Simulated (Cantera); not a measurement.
Charge: 1 mol B2O3, 58 mol H2, 23 mol N2, equilibrated at 2373 K and 1.00 Torr.

Cantera equilibrium calculation (NASA polynomials, part measured and part estimated; ideal gas, pure solids and liquids). Candidate condensed phases: B, BN, B2O3, B3O3H3, H2O; 39 gas species. The numbers say what is thermodynamically allowed, not how fast it happens.

Base state: H2 0.468, H 0.262, N2 0.241, BO 0.0155, H2O 0.00682, HBO 0.00261, HBO2 0.00230, OH 0.000677 (mole fractions); condensed: gas only.

**Question.** What changes in the equilibrium state with this change: pressure from 1.00 Torr to 75.0 Torr?

**Answer.** 
```csv
species,before,after
H2,0.468,0.661
N2,0.241,0.275
H,0.262,0.0359
HBO,0.00261,0.0103
BO,0.0155,0.00593
O,0.000255,1.99e-6
NO,2.72e-5,1.97e-6
OH,0.000677,5.44e-5
```

**Question.** What changes in the equilibrium state with this change: pressure from 1.00 Torr to 12.0 Torr?

**Answer.** 
```tsv
species	before	after
H2	0.468	0.617
N2	0.241	0.267
H	0.262	0.0867
BO	0.0155	0.0104
O	0.000255	1.51e-5
B2O2	2.48e-5	0.000135
NO	2.72e-5	5.88e-6
OH	0.000677	0.000160
```
